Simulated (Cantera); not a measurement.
PbO + H2 + N2 (iron carbonyl, mercury and lead vapours)

Charge: 1 mol PbO, 0.17 mol H2, 0.4 mol N2, equilibrated at 0.540 bar.

Cantera equilibrium calculation (NASA polynomials, part measured and part estimated; ideal gas, pure solids and liquids). Candidate condensed phases: H2O, Pb, PbO, PbO2, Pb3O4; 27 gas species. Each liquid is taken as pure. Mutual solubility and eutectic melting of coexisting phases are not modelled. Gases not in the tables: (PbO)n polymers. Rates play no part.

```csv
T (°C),x N2,x H2O,x Pb,x PbO,x H2,n Pb(l),n PbO(yellow),n PbO(l)
602,0.702,0.298,1.25e-6,4.77e-9,2.67e-5,0.170,0.830,0
652,0.702,0.298,4.95e-6,3.78e-8,3.30e-5,0.170,0.830,0
702,0.702,0.298,1.70e-5,2.40e-7,4.01e-5,0.170,0.830,0
752,0.702,0.298,5.15e-5,1.27e-6,4.80e-5,0.170,0.830,0
802,0.702,0.298,0.000141,5.71e-6,5.68e-5,0.170,0.830,0
852,0.701,0.298,0.000350,2.23e-5,6.65e-5,0.170,0.830,0
902,0.701,0.298,0.000806,7.47e-5,7.99e-5,0.169,0,0.830
952,0.700,0.298,0.00173,0.000209,0.000102,0.169,0,0.830
1002,0.699,0.297,0.00349,0.000537,0.000129,0.168,0,0.830
1052,0.696,0.296,0.00668,0.00128,0.000160,0.166,0,0.829
1102,0.691,0.294,0.0122,0.00284,0.000195,0.163,0,0.828
1152,0.683,0.290,0.0212,0.00596,0.000234,0.157,0,0.827
1202,0.668,0.284,0.0356,0.0118,0.000276,0.149,0,0.823
1252,0.646,0.274,0.0576,0.0223,0.000318,0.134,0,0.816
```
x: gas mole fraction; n: condensed amount in mol.

From 602 °C to 852 °C the condensed part is Pb(l) + PbO(yellow). From 902 °C to 1252 °C the condensed part is Pb(l) + PbO(l).
